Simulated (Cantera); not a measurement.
**Thermodynamics of carbon deposition, reforming and gasification, feed C2H6 + CO2**

Charge: 1 mol C2H6, 0.12 mol CO2, held at 0.100 bar.

Cantera equilibrium calculation (NASA polynomials, part measured and part estimated; ideal gas, pure solids and liquids). Candidate condensed phases: C, C6H6, C7H8, C8H18, H2O; 110 gas species. Equilibrium is a limit: real reactors are often held back by kinetics, nucleation or transport.

| T (°C) | x H2 | x H | x CO | x C2H2 (acetylene) | x C2H | n C(graphite) |
|---|---|---|---|---|---|---|
| 1525 | 0.925 | 0.00107 | 0.0740 | 0.000160 | 1.60e-9 | 1.88 |
| 1625 | 0.923 | 0.00238 | 0.0740 | 0.000347 | 1.16e-8 | 1.88 |
| 1725 | 0.920 | 0.00487 | 0.0739 | 0.000698 | 6.86e-8 | 1.88 |
| 1825 | 0.916 | 0.00931 | 0.0737 | 0.00131 | 3.42e-7 | 1.87 |
| 1925 | 0.907 | 0.0168 | 0.0735 | 0.00230 | 1.46e-6 | 1.86 |
| 2025 | 0.894 | 0.0286 | 0.0730 | 0.00383 | 5.51e-6 | 1.85 |
| 2125 | 0.875 | 0.0466 | 0.0723 | 0.00604 | 1.84e-5 | 1.84 |
| 2225 | 0.847 | 0.0725 | 0.0714 | 0.00908 | 5.56e-5 | 1.82 |
| 2325 | 0.808 | 0.108 | 0.0701 | 0.0130 | 0.000153 | 1.79 |
| 2425 | 0.758 | 0.155 | 0.0683 | 0.0177 | 0.000384 | 1.75 |
x: gas mole fraction; n: condensed amount in mol.

From 1525 °C to 2425 °C the condensed part is C(graphite). The main C-bearing gas is CO throughout.
